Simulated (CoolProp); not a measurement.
R142b at 293.15 K and 1.81 MPa flows at 1.1 m/s in a round tube of 100 mm bore and 0.25 µm roughness, fully developed (64/Re and Nu = 3.66 if laminar; Colebrook and Gnielinski if turbulent). Each further row changes one setting.

The numbers come from the reference Helmholtz-energy equation of state, Lemmon 2006 in CoolProp. It is a short technical equation, of lower accuracy than the large ones.

```csv
case,Reynolds number,Darcy friction factor,pressure drop (Pa/m),heat-transfer coefficient (W/(m² K)),mass flow (kg/h)
as stated,500000,0.0132,90.1,1520,35100
velocity 2.2 m/s,1000000,0.0117,320,2760,70200
diameter 200 mm,1000000,0.0117,39.9,1380,140000
```

Viscosity comes from a separate model (Huber 2003), an estimate that may be off by 10 % or more. Thermal conductivity comes from a separate model (Huber 2003), an estimate that may be off by 10 % or more.
